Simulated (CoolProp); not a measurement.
Nitrogen at 508.45 K and 0.71 MPa is throttled through a valve to 0.14 MPa with no heat exchange. Each further row changes one setting.

Computed with CoolProp (reference Helmholtz-energy equation of state, Span 2000).

```
case                       final density (kg/m³)
-------------------------  ---------------------
as stated                             (withheld)
outlet pressure 0.042 MPa             (withheld)
outlet pressure 0.182 MPa             (withheld)
```

Fill in the missing entries.


- as stated, final density (kg/m³): 0.928
- outlet pressure 0.042 MPa, final density (kg/m³): 0.278
- outlet pressure 0.182 MPa, final density (kg/m³): 1.21
